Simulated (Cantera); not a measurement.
Transport properties of process gases

Gas mixture: C3H8 : C2H2 = 0.96 : 0.17 (molar parts), at 0.000190 bar, frozen composition.

Cantera's kinetic-theory transport with the Lennard-Jones parameters of GRI-Mech 3.0, ideal gas; thermal conductivity in the mixture-averaged form. The composition is frozen, though it would react at the higher temperatures.

```csv
T (K),ρ (kg/m³),cp (J/kg/K),μ (µPa s),λ (mW/m/K),Pr,D (cm²/s) H,D (cm²/s) C2H2,D (cm²/s) H2O
400,0.000236,2115,11.2,31.4,0.752,6300,832,1140
550,0.000172,2685,14.8,52.2,0.759,11200,1500,2120
700,0.000135,3152,17.9,73.8,0.766,17100,2310,3350
850,0.000111,3525,20.8,95.2,0.771,24000,3250,4790
1000,9.46e-5,3832,23.5,116,0.774,31600,4300,6430
1150,8.22e-5,4055,25.9,136,0.771,40100,5470,8250
1300,7.27e-5,4251,28.3,156,0.770,49400,6740,10200
```
D: mixture-averaged diffusion coefficient of that species in the mixture.
